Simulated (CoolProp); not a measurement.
Vapour-liquid equilibrium of cyclopentane (1) + octamethylcyclotetrasiloxane (D4) (2) at 49.95 °C; x and y are mole fractions of (1).

The numbers come from the multi-fluid Helmholtz-energy mixture model, Gedanitz 2015 and Thol 2015; pair parameters Bell 2016 in CoolProp.

**Question.** Give the bubble pressure and the first vapour's composition at x = 0.05, 0.35, 0.8. Is there an azeotrope?

**Answer.** x = 0.05: 0.04559 bar, y = 0.850; x = 0.35: 0.3041 bar, y = 0.984; x = 0.8: 0.7971 bar, y = 0.998. No azeotrope shows between x = 0.05 and 0.95.

Pair parameters are fitted to limited data, so mixtures are less certain than the pure fluids.
